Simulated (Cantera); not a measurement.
## Thermodynamics of oxide etching and cleaning by halides, feed SiO2 + HF

Feed: 1 mol SiO2, 26 mol HF, held at 975 K and 1330 Pa.

Method: chemical equilibrium by Gibbs-energy minimisation in Cantera with the NASA 1993 tables (ideal gas, pure condensed phases). Candidate condensed phases: H2O, Si, SiO2; 38 gas species. Rates play no part.

```yaml
x(HF): 0.880
x(H2O): 0.0800
x(SiF4): 0.0400
gas_amount: 25.00 mol
log10 activity of Si(s) (absent): -32.54
```
